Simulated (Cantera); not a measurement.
# Thermodynamics of hydrogen reduction and annealing atmospheres, feed Fe2O3 + H2 + H2O

Feed: 1 mol Fe2O3, a varied amount of H2, 4 mol H2O, equilibrated at 1700 °C and 0.00130 bar.

These are equilibrium values from Cantera (NASA tables, ideal gas, pure condensed phases), not measurements of a reactor. Candidate condensed phases: Fe, FeO, Fe(OH)2, Fe(OH)3, Fe2O3, Fe3O4, H2O; 12 gas species. The numbers say what is thermodynamically allowed, not how fast it happens.

From 16 mol H2 to 200 mol H2 nothing is condensed. The main Fe-bearing gas is Fe throughout.

```tsv
n(H2) (mol)	log p H2	log p H2O	log p Fe	log p H	log p OH	log p FeO	log p Fe(OH)2	log p O
16	-3.13	-3.39	-3.94	-4.43	-5.72	-5.93	-7.15	-7.16
34	-3.01	-3.65	-4.20	-4.38	-6.04	-6.56	-8.04	-7.53
52	-2.98	-3.81	-4.36	-4.36	-6.22	-6.92	-8.57	-7.73
71	-2.96	-3.94	-4.48	-4.35	-6.35	-7.19	-8.95	-7.88
89	-2.95	-4.03	-4.57	-4.34	-6.45	-7.38	-9.24	-7.98
110	-2.94	-4.12	-4.66	-4.34	-6.54	-7.56	-9.51	-8.07
130	-2.93	-4.18	-4.73	-4.34	-6.61	-7.71	-9.72	-8.15
140	-2.93	-4.21	-4.76	-4.33	-6.64	-7.77	-9.81	-8.18
160	-2.93	-4.27	-4.81	-4.33	-6.70	-7.89	-9.98	-8.24
180	-2.92	-4.32	-4.86	-4.33	-6.75	-7.99	-10.13	-8.29
200	-2.92	-4.36	-4.91	-4.33	-6.80	-8.08	-10.27	-8.34
```
log p: log10 of the partial pressure in bar; nothing condenses.
